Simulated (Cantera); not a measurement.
Charge: 1 mol CuF2, 5.4 mol O2, 0.61 mol H2, 0.1 mol HF, held at 1.33 mbar.

These are equilibrium values from Cantera (NASA tables, ideal gas, pure condensed phases), not measurements of a reactor. Candidate condensed phases: Cu, CuF2, CuO, Cu(OH)2, Cu2O, H2O; 27 gas species. The numbers say what is thermodynamically allowed, not how fast it happens.

Over these rows the condensed part is Cu2O(s). Partial pressures as log10 of bar:

```tsv
T (K)	1000/T (1/K)	log p Cu	log p O2	log p HF	log p CuF	log p CuF2
1123	0.8905	-10.17	-3.00	-3.60	-4.50	-4.24
1173	0.8525	-9.34	-3.01	-3.61	-4.25	-4.35
1223	0.8177	-8.59	-3.01	-3.62	-4.06	-4.55
1273	0.7855	-7.89	-3.01	-3.62	-3.94	-4.86
1323	0.7559	?	-3.02	-3.62	-3.89	-5.24
1373	0.7283	-6.66	-3.02	-3.63	-3.87	-5.64
```

Question: Fit log p(Cu) = a + b·(1000/T) to the five rows, give the apparent enthalpy, and predict the row at 1323 K.

Answer: Means: 1000/T = 0.8149, log p = -8.530. Sxy = -0.335366, Sxx = 0.0155009, so b = -21.64 and a = -8.530 − (-21.64)×0.8149 = 9.10.
Apparent enthalpy: −19.145 × (-21.64) = 414 kJ/mol. With the condensed phases at unit activity, 1/2 Cu2O(s) = Cu(g) + 1/4 O2(g) links this pressure to the main gases: over the six rows their terms move log p by +0.01 in all, so the slope is close to that reaction's ΔH°. The five rows lie within 0.01 of the line.
Prediction at 1323 K: 9.10 + (-21.64)×0.7559 = -7.26. The computed value is -7.25, 0.01 from the line.
